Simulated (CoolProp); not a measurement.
A single-stage vapour-compression cycle with ammonia: evaporating at 221.15 K (dew point), condensing at 254.15 K (bubble point), superheat 5 K, subcooling 8 K, compressor efficiency 0.75, no pressure losses. Each further row changes one setting.

Computed with CoolProp (reference Helmholtz-energy equation of state, Gao 2020).

```tsv
case	cooling COP	pressure ratio	discharge temperature (K)	refrigerating effect (kJ/kg)	volumetric capacity (kJ/m³)
as stated	4.33	5.49	371.5	1320	439
evaporating temperature 226.15 K	5.37	4.09	349.7	1330	582
condensing temperature 249.15 K	?	?	349.7	1340	446
subcooling 13 K	?	5.49	371.5	1340	446
superheat 15 K	?	5.49	?	1340	?
compressor efficiency 0.65	3.76	5.49	?	1320	439
```

Question: Some entries are withheld; supply them.

Answer: 
- condensing temperature 249.15 K, cooling COP: 5.22
- condensing temperature 249.15 K, pressure ratio: 4.38
- subcooling 13 K, cooling COP: 4.41
- superheat 15 K, cooling COP: 4.21
- superheat 15 K, discharge temperature (K): 386.9
- superheat 15 K, volumetric capacity (kJ/m³): 426
- compressor efficiency 0.65, discharge temperature (K): 392.1
